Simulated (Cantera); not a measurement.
Silicon etching in halogen gases: Si + Cl₂ + H₂

Feed: 1 mol Si, 7.1 mol Cl₂, 70 mol H₂, held at 350 Pa.

These are equilibrium values from Cantera (NASA tables, ideal gas, pure condensed phases), not measurements of a reactor. Candidate condensed phases: Si; 19 gas species. The tables' values for SiCl₃ are old estimates; treat these amounts as uncertain. Equilibrium is a limit: real reactors are often held back by kinetics, nucleation or transport.

```
T (K)   x H₂  x HCl  x SiCl₄   x SiCl₂   x SiCl₃  x SiHCl₃  x SiH₂Cl₂
-----  -----  -----  -------  --------  --------  --------  ---------
673    0.853  0.134   0.0131  1.43e-12   6.35e-9   1.06e-5   5.23e-10
723    0.853  0.134   0.0131  6.10e-11   5.66e-8   2.49e-5    3.29e-9
773    0.853  0.134   0.0131   1.58e-9   3.78e-7   5.24e-5    1.61e-8
823    0.853  0.134   0.0130   2.73e-8   1.99e-6  0.000100    6.45e-8
873    0.853  0.134   0.0130   3.37e-7   8.62e-6  0.000176    2.19e-7
923    0.852  0.134   0.0128   3.12e-6   3.15e-5  0.000290    6.42e-7
973    0.852  0.135   0.0126   2.27e-5   9.97e-5  0.000447    1.66e-6
1023   0.852  0.135   0.0121  0.000131  0.000274  0.000644    3.80e-6
1073   0.850  0.137   0.0110  0.000600  0.000643  0.000842    7.49e-6
1123   0.847  0.140  0.00893   0.00203   0.00121  0.000927    1.18e-5
1173   0.842  0.145  0.00585   0.00474   0.00168  0.000789    1.36e-5
1223   0.836  0.151  0.00301   0.00778   0.00171  0.000515    1.18e-5
1273   0.833  0.154  0.00130   0.01000   0.00141  0.000281    8.39e-6
```
x: gas mole fraction; nothing condenses.

From 673 K to 1273 K nothing is condensed. The main Si-bearing gas is SiCl₄ at 673 K and SiCl₂ at 1273 K.
